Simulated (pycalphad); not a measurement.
Effect of Mn content in Al-Si-Mn

Source of the numbers: pycalphad with the COST 507 light-alloy database (1999); pressure 1 atm. These are 1990s assessments: newer ones move some temperatures and phases. Amounts are mole fractions of atoms.

| alloy | liquidus (°C) | first solid | solidus (°C) | phases at 527 °C |
|---|---|---|---|---|
| Al-6.35Si-0.4Mn (at.%) | 631 | ALMNSI_ALPHA | 576 | FCC_A1 0.93, DIAMOND_A4 0.05, ALMNSI_ALPHA 0.02 |
| Al-6.35Si-0.8Mn (at.%) | 668 | ALMNSI_ALPHA | 576 | FCC_A1 0.91, DIAMOND_A4 0.05, ALMNSI_ALPHA 0.05 |
| Al-6.35Si-1.61Mn (at.%) | 708 | ALMNSI_ALPHA | 576 | FCC_A1 0.86, ALMNSI_ALPHA 0.09, DIAMOND_A4 0.04 |
| Al-6.35Si-2.41Mn (at.%) | 733 | ALMNSI_ALPHA | 576 | FCC_A1 0.82, ALMNSI_ALPHA 0.14, DIAMOND_A4 0.04 |
| Al-6.35Si-3.22Mn (at.%) | [?] | ALMNSI_BETA | 576 | [?] |
| Al-6.35Si-6.44Mn (at.%) | 842 | ALMNSI_BETA | 576 | FCC_A1 0.62, ALMNSI_ALPHA 0.37, DIAMOND_A4 0.01 |

Q: Some entries are withheld; supply them.

A: 
- Al-6.35Si-3.22Mn (at.%), liquidus (°C): 762
- Al-6.35Si-3.22Mn (at.%), phases at 527 °C: FCC_A1 0.78, ALMNSI_ALPHA 0.18, DIAMOND_A4 0.03

Database names, with the compositions (at.%) that they take in these runs: ALMNSI_ALPHA: Al 70 Mn 17 Si 11-13; ALMNSI_BETA: Al 66 Mn 23 Si 10. FCC_A1 is fcc; DIAMOND_A4 is diamond (Si).
